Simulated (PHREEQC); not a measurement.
Synthetic water in mg/L, 10 °C, pH 3.84, pe 12.9:

| constituent | mg/L |
|---|---|
| Na | 151 |
| K | 2.85 |
| Ca | 58.1 |
| Mg | 11.8 |
| Cl | 138 |
| S(6) as SO4 | 337 |
| Zn | 6.36 |

Valence states are taken as typed.

The numbers come from PHREEQC with the ion-association model, phreeqc.dat.

| Item | Result |
|---|---|
| ionic strength | 0.0150 mol/kgw |
| specific conductance | 831 µS/cm |
| total alkalinity | -0.183 meq/kg |
| charge-balance error | -0.1 % |

```
species  molality  activity   log γ
-------  --------  --------  ------
Na+       0.00652   0.00579  -0.051
Cl-       0.00390   0.00345  -0.053
SO4-2     0.00310   0.00194  -0.204
Ca+2      0.00122  0.000767  -0.201
Mg+2     0.000408  0.000259  -0.197
CaSO4    0.000234  0.000235   0.001
```

No solid was allowed to form. Constants without temperature data keep their 25 °C values here.
